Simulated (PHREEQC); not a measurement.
## Alkaline etch or developer: an equilibrium model

Make-up at 45 °C: 0.21 mol NH3, 0.0012 mol H4SiO4 and 0.00048 mol K3PO4 per kg of water. Closed to the air; pH follows from the charge balance.

Equilibrium calculation in PHREEQC: ion-association model, phreeqc.dat.

No solid was allowed to form.

Question: What pH, ionic strength does the model give?

Answer: pH 10.62; ionic strength 0.00446 mol/kgw.

Question: In which forms is Si present?

Answer: H3SiO4- 92 %, H4SiO4 7.4 %, H2SiO4-2 1.0 % of the Si.

Away from 25 °C the constants follow the database's enthalpies or fits; those with neither stay at their 25 °C values.
